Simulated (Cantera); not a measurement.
An adiabatic, constant-volume homogeneous reactor starts with 5.05 % CH4, 0.505 % CO, 16.7 % O2, 62.6 % N2, 15.1 % H2O, equivalence ratio 0.62, at 1325 K and 9.00 bar.

Model: GRI-Mech 3.0 (53 species, 325 reactions), integrated in Cantera.

One state of this run: T (K) = 2507; P (bar) = 17.1; x CH4 = <1e-12; x CO = 0.00206; x O2 = 0.0576; x C2H4 = <1e-12; x H2 = 0.00153; x CH2 = <1e-12; x CO2 = 0.0534. x: mole fraction; the columns are a selection and need not sum to one.

**Question.** Which value of t (s) does it belong to?
A) 2.00e-6
B) 0.000544
C) 8.12e-6
D) 0.00896

**Answer.** D, 0.00896
